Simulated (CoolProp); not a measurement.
The numbers come from the reference Helmholtz-energy equation of state, Marx 1992 in CoolProp.

Question: Give the vapour pressure (MPa), vapour density (kg/m³), liquid cp (kJ/(kg K)) of saturated R113 at 75.85, 125.25, 130.25 °C.

Answer: 
```tsv
T (°C)	p (MPa)	vapour density (kg/m³)	liquid cp (kJ/(kg K))
75.85	0.237	16.6	0.973
125.25	0.759	51.9	1.05
130.25	0.839	57.6	1.06
```
